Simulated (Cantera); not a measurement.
## Counterflow diffusion flame

A counterflow diffusion flame at 0.484 atm, nozzles 20 mm apart: fuel side 41.3 % CH₄, 41.3 % C₂H₆, 2.23 % C₃H₈, 15.3 % N₂ at 525 K, oxidiser side 25.0 % O₂, 75.0 % N₂ at 575 K, fuel mass flux 0.85 times the oxidiser's; mixture-averaged transport, no radiation.

Model: GRI-Mech 3.0 (53 species, 325 reactions), integrated in Cantera. GRI-Mech 3.0 has no aromatics or soot, which form on the fuel side of real flames. The maximum strain rate includes the flame's own expansion and is several times the mean.

| oxidiser flux (kg/m²/s) | max strain (1/s) | mean strain (1/s) | T max (K) | peak x OH | peak x H | peak x NO | peak x CO | peak x C₂H₂ |
|---|---|---|---|---|---|---|---|---|
| 0.12 | 215 | 38.9 | 2191 | 0.0129 | 0.00844 | 0.000369 | 0.0862 | 0.0376 |
| 0.17 | 292 | 55.1 | 2170 | 0.0126 | 0.00882 | 0.000335 | 0.0848 | 0.0362 |
| 0.23 | 383 | 74.5 | 2153 | 0.0124 | 0.00914 | 0.000306 | 0.0835 | 0.0349 |
| 0.31 | 501 | 100 | 2140 | 0.0122 | 0.00948 | 0.000280 | 0.0827 | 0.0337 |
| 0.42 | 659 | 136 | 2124 | 0.0120 | 0.00977 | 0.000249 | 0.0819 | 0.0323 |
| 0.57 | 867 | 185 | 2105 | 0.0116 | 0.00998 | 0.000216 | 0.0812 | 0.0307 |
| 0.78 | 1150 | 253 | 2085 | 0.0112 | 0.0101 | 0.000182 | 0.0809 | 0.0288 |
x: mole fraction; the columns are a selection and need not sum to one.
